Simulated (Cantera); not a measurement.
Input: 1 mol Si3N4, 0.38 mol N2, at 10.0 mbar.

These are equilibrium values from Cantera (NASA tables, ideal gas, pure condensed phases), not measurements of a reactor. Candidate condensed phases: Si, Si3N4; 7 gas species. The tables' values for SiN are old estimates; treat these amounts as uncertain. The numbers say what is thermodynamically allowed, not how fast it happens.

log p: log10 of the partial pressure in bar; n: condensed amount in mol.

```csv
T (°C),log p N2,log p Si,log p Si2,log p Si2N,log p SiN,n Si3N4(s),n Si(l)
1402,-2.00,-7.02,-10.09,-8.61,-8.20,1.000,0
1452,-2.00,-6.40,-9.13,-7.82,-7.65,1.000,0
1502,-2.00,[?],[?],[?],-7.14,1.000,0
1552,-2.00,-5.34,-7.53,-6.53,-6.73,0,3.00
1602,-2.00,-5.04,-7.17,-6.32,-6.49,0,3.00
1652,-2.00,-4.76,-6.83,-6.11,-6.26,0,3.00
1702,-2.00,-4.49,-6.50,-5.92,-6.05,0,2.99
1752,-2.00,-4.23,-6.19,-5.74,-5.85,0,2.98
1802,-2.00,-3.99,-5.90,-5.56,-5.65,0,2.97
1852,-2.01,-3.76,-5.62,-5.40,-5.47,0,2.95
1902,-2.01,-3.54,-5.36,-5.25,-5.30,0,2.92
1952,-2.02,[?],[?],[?],-5.13,0,2.87
2002,-2.04,-3.13,-4.86,-4.96,-4.98,0,2.79
```

Q: Fill in the missing entries.

A: 
- 1502, log p Si: -5.82
- 1502, log p Si2: -8.22
- 1502, log p Si2N: -7.07
- 1952, log p Si: -3.33
- 1952, log p Si2: -5.10
- 1952, log p Si2N: -5.10
